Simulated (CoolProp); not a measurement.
Vapour pressure (MPa) of tetrahydrofuran: the reference equation beside estimates from Tc = 540.2 K, pc = 5.304 MPa, ω = 0.234. Clausius-Clapeyron is anchored at 388.3 K with a constant enthalpy of vaporisation of 27.16 kJ/mol.

Values from CoolProp's reference Helmholtz-energy equation of state, Fiedler 2023.

```csv
T (K),reference,Lee-Kesler,Clausius-Clapeyron,van der Waals,Redlich-Kwong,Soave-Redlich-Kwong,Peng-Robinson
373.4,0.2742,0.2736,0.2838,0.9967,0.4166,0.2734,0.2729
378.3,0.3108,0.3108,0.3178,1.066,0.4655,0.3106,0.3095
383.3,0.3519,0.3526,0.3557,1.139,0.5195,0.3524,0.3507
388.3,0.3969,0.3985,0.3969,1.216,0.5779,0.3984,0.3959
393.3,0.4463,0.4489,0.4417,1.296,0.6408,0.4488,0.4455
398.2,0.4990,0.5027,0.4893,1.377,0.7070,0.5027,0.4986
403.2,0.5574,0.5624,0.5417,1.464,0.7794,0.5627,0.5576
408.2,0.6209,0.6273,0.5982,1.554,0.8570,0.6280,0.6218
413.2,0.6896,0.6975,0.6590,1.647,0.9398,0.6988,0.6914
418.2,0.7639,0.7734,0.7243,1.744,1.028,0.7754,0.7667
423.1,0.8424,0.8536,0.7929,1.842,1.120,0.8565,0.8464
428.1,0.9284,0.9415,0.8677,1.946,1.219,0.9455,0.9340
433.1,1.021,1.036,0.9476,2.054,1.325,1.041,1.028
```

Absolute difference from the reference over all 13 rows, mean and median: Lee-Kesler 0.8 and 0.9 %, Clausius-Clapeyron 3.5 and 3.5 %, van der Waals 170.2 and 162.6 %, Redlich-Kwong 40.2 and 39.8 %, Soave-Redlich-Kwong 1.0 and 1.0 %, Peng-Robinson 0.3 and 0.3 %.
